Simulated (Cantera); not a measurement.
Charge: 1 mol MgO, 0.65 mol C, 0.035 mol CO, equilibrated at 10.0 mbar.

Method: chemical equilibrium by Gibbs-energy minimisation in Cantera with the NASA 1993 tables (ideal gas, pure condensed phases). Candidate condensed phases: C, Mg, MgCO3, MgO; 15 gas species. Equilibrium is a limit: real reactors are often held back by kinetics, nucleation or transport.

Question: What share of the Mg ends up in condensed phases as a function of T (°C), at 1400, 1500, 1600, 1700, 1800, 1900, 2000, 2100, 2200?

Answer: 
| T (°C) | Mg condensed (%) | as |
|---|---|---|
| 1400 | 35.0 | MgO(s) |
| 1500 | 35.0 | MgO(s) |
| 1600 | 35.0 | MgO(s) |
| 1700 | 35.0 | MgO(s) |
| 1800 | 34.9 | MgO(s) |
| 1900 | 34.6 | MgO(s) |
| 2000 | 33.8 | MgO(s) |
| 2100 | 31.8 | MgO(s) |
| 2200 | 26.7 | MgO(s) |
